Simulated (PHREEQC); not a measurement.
PHREEQC input (Pitzer model, pitzer.dat):

```
SOLUTION 1
  temp 20
  units mol/kgw
  pH 7 charge
  S(6) 6.5e-05
  Ca 6.5e-05
  Cl 0.0655
  Na 0.2245
  Br 0.22
  K 0.061
END
USE solution 1
INCREMENTAL_REACTIONS false
REACTION 1
  H2O -1
  0 9.886 18.011 24.689 30.178 34.689 38.397 41.444
  43.949 46.007 47.699 49.089 50.232 51.172 51.944 moles
EQUILIBRIUM_PHASES 1
  Arcanite 0 0
  Glaserite 0 0
  Glauberite 0 0
  Gypsum 0 0
  Anhydrite 0 0
  Halite 0 0
  Mirabilite 0 0
  Misenite 0 0
  Portlandite 0 0
  Sylvite 0 0
  Syngenite 0 0
  Thenardite 0 0
SELECTED_OUTPUT 1
  -reset false
  -pH true
  -pe true
  -ionic_strength true
  -water true
  -activities H2O
  -totals Br Ca Cl K Na S
  -molalities H+ Na+ K+ Ca+2 Cl- SO4-2 Br- OH- HSO4-
  -equilibrium_phases Arcanite Glaserite Glauberite Gypsum Anhydrite Halite Mirabilite Misenite Portlandite Sylvite
    Syngenite Thenardite
PRINT
  -reset false
END
```

Selected output (columns that matter, 10 of 15 rows; water left (kg) added in front):

```
water left (kg)	pH	mu	Br	Ca	Cl	K	Na	S	m_H+	m_Na+	m_K+	m_Ca+2	m_Cl-	la_H2O
1	7.0458	0.28576	0.22	6.5e-05	0.0655	0.061	0.2245	6.5e-05	1.1105e-07	0.2245	0.061	6.5e-05	0.0655	-0.0041178
0.675514	7.0302	0.42303	0.32568	9.6223e-05	0.096963	0.090302	0.33234	9.6223e-05	1.1245e-07	0.33234	0.090302	9.6223e-05	0.096963	-0.0060951
0.555203	7.0201	0.5147	0.39625	0.00011707	0.11797	0.10987	0.40436	0.00011707	1.1269e-07	0.40436	0.10987	0.00011707	0.11797	-0.0074265
0.375043	6.9935	0.76194	0.5866	0.00017331	0.17465	0.16265	0.5986	0.00017331	1.1187e-07	0.5986	0.16265	0.00017331	0.17465	-0.011071
0.30824	6.9761	0.92707	0.71373	0.00021087	0.2125	0.1979	0.72833	0.00021087	1.106e-07	0.72833	0.1979	0.00021087	0.2125	-0.013555
0.208215	6.93	1.3724	1.0566	0.00031218	0.31458	0.29297	1.0782	0.00031218	1.0577e-07	1.0782	0.29297	0.00031218	0.31458	-0.020479
0.171138	6.8995	1.6698	1.2855	0.00037981	0.38273	0.35644	1.3118	0.00037981	1.0196e-07	1.3118	0.35644	0.00037981	0.38273	-0.025303
0.115613	6.8171	2.4717	1.9029	0.00056222	0.56655	0.52762	1.9418	0.00056222	9.1068e-08	1.9418	0.52762	0.00056222	0.56655	-0.039217
0.0950203	6.7616	3.0074	2.3153	0.00068406	0.68933	0.64197	2.3627	0.00068406	8.3908e-08	2.3627	0.64197	0.00068406	0.68933	-0.049306
0.0641769	6.6091	4.4527	3.428	0.0010128	1.0206	0.9505	3.4981	0.0010128	6.6611e-08	3.4981	0.9505	0.0010128	1.0206	-0.080013
```
